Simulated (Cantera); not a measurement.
An isothermal, constant-pressure homogeneous reactor starts with 30.6 % H2, 69.4 % O2, at 1325 K and 0.00138 atm.

Model: GRI-Mech 3.0 (53 species, 325 reactions), integrated in Cantera. Radical loss at walls, strong at low pressure, is not modelled. The temperature is held fixed by assumption; the heat of reaction is taken as removed at once.

x: mole fraction; the columns are a selection and need not sum to one.

```
t (s)       x H2   x O2     x HO2      x OH    x H2O2
--------  ------  -----  --------  --------  --------
2.00e-6    0.306  0.694  3.48e-10  1.02e-12    <1e-12
5.97e-6    0.306  0.694       ___  8.89e-12    <1e-12
1.78e-5    0.306  0.694       ___  7.55e-11    <1e-12
5.32e-5    0.306  0.694       ___  6.00e-10  1.73e-12
0.000159   0.306  0.694       ___   4.13e-9  1.54e-11
0.000474   0.306  0.694       ___   2.73e-8  1.36e-10
0.00141    0.306  0.694       ___   4.71e-7   1.19e-9
0.00422    0.301  0.692       ___  0.000706   8.10e-9
0.0126    0.0203  0.527   7.49e-7    0.0184   3.55e-8
0.0376    0.0200  0.529   7.57e-7    0.0183   3.60e-8
0.112     0.0195  0.535   7.79e-7    0.0181   3.78e-8
0.335     0.0175  0.552   8.41e-7    0.0175   4.27e-8
1.00      0.0114  0.589       ___    0.0146   5.21e-8
```

Problem. Some entries are withheld; supply them.

Solution. 
- 5.97e-6, x HO2: 1.04e-9
- 1.78e-5, x HO2: 3.10e-9
- 5.32e-5, x HO2: 9.24e-9
- 0.000159, x HO2: 2.76e-8
- 0.000474, x HO2: 8.22e-8
- 0.00141, x HO2: 2.45e-7
- 0.00422, x HO2: 4.45e-7
- 1.00, x HO2: 9.48e-7
